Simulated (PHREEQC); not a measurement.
Consider water at 25 °C with 1.5 mol HCl per kg of water. Closed to the air; pH follows from the charge balance.

Model: Pitzer model, pitzer.dat, run in PHREEQC.

This is a speciation only: nothing precipitates in the calculation.

Problem. Estimate the pH, density, activity of water.

Solution. pH -0.32; density 1.022 g/cm³; activity of water 0.942.

In brines, pH and single-ion activities rest on the MacInnes convention.
